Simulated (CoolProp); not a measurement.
Saturation properties of decamethyltetrasiloxane (MD2M).

Model: reference Helmholtz-energy equation of state, Thol 2017, in CoolProp.

| T (K) | p (MPa) | liquid density (kg/m³) | enthalpy of vaporisation (kJ/kg) | liquid cp (kJ/(kg K)) | vapour Z | surface tension (mN/m) |
|---|---|---|---|---|---|---|
| 375.7 | 0.005142 | 770.5 | 162.2 | 1.910 | 0.9928 | 11.4 |
| 391.8 | 0.009937 | 753.7 | 156.7 | 1.947 | 0.9878 | 10.2 |
| 407.9 | 0.01793 | 736.5 | 151.2 | 1.983 | 0.9805 | 9.13 |
| 424 | 0.03048 | 718.7 | 145.7 | 2.018 | 0.9706 | 8.06 |
| 440.1 | 0.04926 | 700.4 | 140.0 | 2.053 | 0.9575 | 7.04 |
| 456.2 | 0.07618 | 681.2 | 134.1 | 2.089 | 0.9407 | 6.06 |
| 472.3 | 0.1134 | 661.0 | 128.0 | 2.125 | 0.9198 | 5.12 |
| 488.5 | 0.1638 | 639.5 | 121.4 | 2.162 | 0.8942 | 4.22 |

It boils at 467.6 K under 1 atm.

Surface tension comes from a separate correlation (Mulero 2014), older than this fluid's equation and unchecked against measurements.
